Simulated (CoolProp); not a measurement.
Saturation properties of hydrogen chloride.

The numbers come from the reference Helmholtz-energy equation of state, Thol 2018 in CoolProp.

```csv
T (K),p (kPa),liquid density (kg/m³),vapour density (kg/m³),enthalpy of vaporisation (kJ/kg)
216.3,399.1,1112,8.737,410.6
220.8,479.9,1100,10.40,404.6
225.2,570.4,1087,12.25,398.5
229.6,673.2,1074,14.35,392.2
234.1,792.2,1061,16.78,385.4
238.5,923.1,1048,19.47,378.5
242.9,1070,1034,22.48,371.4
247.4,1237,1020,25.94,363.7
251.8,1418,1005,29.74,355.9
256.2,1618,990.5,33.99,347.6
260.7,1844,974.8,38.86,338.8
265.1,2086,958.8,44.20,329.6
269.6,2357,941.7,50.33,319.8
```

It boils at 188.2 K under 1 atm.
